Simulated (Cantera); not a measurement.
Feed: 1 mol B2O3, 41 mol HF, 25 mol H2, held at 1.60 Pa.

Equilibrium computed with Cantera from the NASA thermochemical tables; the gas is ideal and each condensed phase is pure. Candidate condensed phases: B, B2O3, B3O3H3, H2O; 43 gas species. Equilibrium is a limit: real reactors are often held back by kinetics, nucleation or transport. All values below are at 1198 K.

Base state: HF 0.574, H2 0.375, BOF 0.0237, H2O 0.0209, BF3 0.00611, HBO2 0.000246, H 2.91e-5 (mole fractions); condensed: gas only.

Question: What changes in the equilibrium state with this change: pressure from 1.60 Pa to 5.90 Pa?

Answer: 
```tsv
species	before	after
HF	0.574	0.565
H2	0.375	0.378
H2O	0.0209	0.0273
BF3	0.00611	0.0124
BOF	0.0237	0.0176
H	2.91e-5	1.52e-5
HBO2	0.000246	0.000242
```
